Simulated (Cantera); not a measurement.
# SiH₂Cl₂ + NH₃ + N₂ (silicon nitride deposition)

Charge: 1 mol SiH₂Cl₂, 1.7 mol NH₃, 2 mol N₂, held at 0.000360 bar.

Method: chemical equilibrium by Gibbs-energy minimisation in Cantera with the NASA 1993 tables (ideal gas, pure condensed phases). Candidate condensed phases: NH₄Cl, Si, Si₃N₄; 28 gas species. The tables' values for SiCl, SiCl₃, SiN are old estimates; treat these amounts as uncertain. Gases not in the tables: Si₂H₆ and higher silanes. Equilibrium is a limit: real reactors are often held back by kinetics, nucleation or transport.

From 775 K to 1475 K the condensed part is Si₃N₄(s). From 1575 K to 1675 K the condensed part is Si(s). From 1775 K to 1875 K the condensed part is Si(l). From 1975 K to 2075 K nothing is condensed. The main Si-bearing gas is SiCl₄ at 775 K and Si at 2075 K.

```csv
T (K),x H₂,x N₂,x HCl,x SiCl₂,x H,x Si,x Cl,n Si₃N₄(s),n Si(s),n Si(l)
775,0.391,0.329,0.275,8.14e-10,3.27e-11,<1e-12,2.43e-11,0.321,0,0
875,0.386,0.327,0.283,9.85e-8,1.64e-9,<1e-12,1.19e-9,0.325,0,0
975,0.384,0.326,0.288,4.35e-6,3.73e-8,<1e-12,2.64e-8,0.328,0,0
1075,0.382,0.326,0.290,9.29e-5,4.78e-7,<1e-12,3.28e-7,0.329,0,0
1175,0.383,0.326,0.289,0.00114,4.00e-6,3.41e-12,2.63e-6,0.327,0,0
1275,0.388,0.329,0.273,0.00828,2.42e-5,8.91e-10,1.45e-5,0.311,0,0
1375,0.404,0.339,0.223,0.0314,0.000115,1.01e-7,5.25e-5,0.258,0,0
1475,0.428,0.354,0.153,0.0641,0.000447,5.92e-6,0.000130,0.181,0,0
1575,0.427,0.385,0.102,0.0830,0.00143,0.000159,0.000272,0,0.379,0
1675,0.426,0.384,0.0995,0.0838,0.00399,0.00121,0.000728,0,0.361,0
1775,0.417,0.380,0.102,0.0802,0.00986,0.00610,0.00185,0,0,0.335
1875,0.398,0.369,0.103,0.0739,0.0218,0.0252,0.00425,0,0,0.192
1975,0.358,0.351,0.114,0.0573,0.0432,0.0571,0.0103,0,0,0
2075,0.310,0.335,0.135,0.0340,0.0782,0.0749,0.0250,0,0,0
```
x: gas mole fraction; n: condensed amount in mol.
